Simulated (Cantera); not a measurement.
Roasting and sulfation: FeS + H2S + O2

Feed: 1 mol FeS, 0.85 mol H2S, 2.3 mol O2, equilibrated at 75.0 Torr.

Method: chemical equilibrium by Gibbs-energy minimisation in Cantera with the NASA 1993 tables (ideal gas, pure condensed phases). Candidate condensed phases: Fe, FeO, Fe(OH)2, Fe(OH)3, FeS, FeSO4, FeS2, Fe2O3, Fe2(SO4)3, Fe3O4, H2O, H2SO4, S; 22 gas species. Mutual solubility and eutectic melting of coexisting phases are not modelled. The tables' stoichiometric FeO is somewhat more stable than real wüstite, so its field is too wide. FeO, FeS: taken at fixed stoichiometry. Gases not in the tables: S3 to S7. Rates play no part.

```json
[
 {"T (°C)": "527", "x SO2": "0.614", "x H2O": "0.379", "x S2": "0.00373", "x H2": "8.73e-5", "x SO": "5.85e-7", "x H2S": "0.00337", "x S2O": "0.000436", "n FeS2(s)": "0.230", "n Fe3O4(s)": "0.257", "n FeS(s)": "0", "n FeO(s)": "0", "n FeO(l)": "0"},
 {"T (°C)": "677", "x SO2": "0.612", "x H2O": "0.359", "x S2": "0.0204", "x H2": "0.000607", "x SO": "1.61e-5", "x H2S": "0.00658", "x S2O": "0.00142", "n FeS2(s)": "0", "n Fe3O4(s)": "0.230", "n FeS(s)": "0.311", "n FeO(s)": "0", "n FeO(l)": "0"},
 {"T (°C)": "827", "x SO2": "0.594", "x H2O": "0.355", "x S2": "0.0395", "x H2": "0.00229", "x SO": "0.000152", "x H2S": "0.00730", "x S2O": "0.00215", "n FeS2(s)": "0", "n Fe3O4(s)": "0.249", "n FeS(s)": "0.253", "n FeO(s)": "0", "n FeO(l)": "0"},
 {"T (°C)": "977", "x SO2": "0.570", "x H2O": "0.348", "x S2": "0.0644", "x H2": "0.00632", "x SO": "0.000830", "x H2S": "0.00787", "x S2O": "0.00288", "n FeS2(s)": "0", "n Fe3O4(s)": "0.275", "n FeS(s)": "0.176", "n FeO(s)": "0", "n FeO(l)": "0"},
 {"T (°C)": "1127", "x SO2": "0.564", "x H2O": "0.324", "x S2": "0.0842", "x H2": "0.0129", "x SO": "0.00309", "x H2S": "0.00721", "x S2O": "0.00337", "n FeS2(s)": "0", "n Fe3O4(s)": "0", "n FeS(s)": "0", "n FeO(s)": "1.000", "n FeO(l)": "0"},
 {"T (°C)": "1277", "x SO2": "0.564", "x H2O": "0.315", "x S2": "0.0811", "x H2": "0.0221", "x SO": "0.00838", "x H2S": "0.00571", "x S2O": "0.00317", "n FeS2(s)": "0", "n Fe3O4(s)": "0", "n FeS(s)": "0", "n FeO(s)": "1.000", "n FeO(l)": "0"},
 {"T (°C)": "1427", "x SO2": "0.560", "x H2O": "0.302", "x S2": "0.0755", "x H2": "0.0337", "x SO": "0.0188", "x H2S": "0.00452", "x S2O": "0.00292", "n FeS2(s)": "0", "n Fe3O4(s)": "0", "n FeS(s)": "0", "n FeO(s)": "0", "n FeO(l)": "1.000"},
 {"T (°C)": "1577", "x SO2": "0.553", "x H2O": "0.286", "x S2": "0.0669", "x H2": "0.0467", "x SO": "0.0363", "x H2S": "0.00351", "x S2O": "0.00259", "n FeS2(s)": "0", "n Fe3O4(s)": "0", "n FeS(s)": "0", "n FeO(s)": "0", "n FeO(l)": "1.000"}
]
```
x: gas mole fraction; n: condensed amount in mol.

At 527 °C the condensed part is FeS2(s) + Fe3O4(s). From 677 °C to 977 °C the condensed part is FeS(s) + Fe3O4(s). From 1127 °C to 1277 °C the condensed part is FeO(s). From 1427 °C to 1577 °C the condensed part is FeO(l).
